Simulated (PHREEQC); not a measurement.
Make-up at 65 °C: 37 mmol/kgw H2SiF6, 0.51 mmol/kgw H2S and 28 mmol/kgw NH4F. Closed to the air; pH follows from the charge balance.

Model: ion-association model, phreeqc.dat, run in PHREEQC.

No solid was allowed to form.

Q: What pH, density, ionic strength does the model give?

A: pH 1.43; density 0.984 g/cm³; ionic strength 0.110 mol/kgw.

Q: In which forms is Si present?

A: SiF6-2 99 %, H4SiO4 1.1 % of the Si.

Saturation is exceeded, for instance for Quartz (slow to form); the values hold only as long as no solid forms. Away from 25 °C the constants follow the database's enthalpies or fits; those with neither stay at their 25 °C values. SiF6-2 is the database's only silicon fluoride.
